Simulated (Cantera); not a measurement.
# Ignition delay

Mixture: 7.63 % CH₄, 10.7 % CO, 17.2 % O₂, 64.5 % N₂, equivalence ratio 1.2, at 760 Torr, adiabatic and at constant pressure. Ignition delay is the time to a rise of 400 K.

Cantera simulation using GRI-Mech 3.0 (53 species, 325 reactions); the numbers are that mechanism's predictions, not measurements.

```tsv
T0 (K)	delay (ms)
1150	163
1200	71.3
1250	32.6
1300	15.5
1350	7.71
1400	4.01
1450	2.19
1500	1.26
```

apparent activation energy between 1400 and 1500 K: 200 kJ/mol
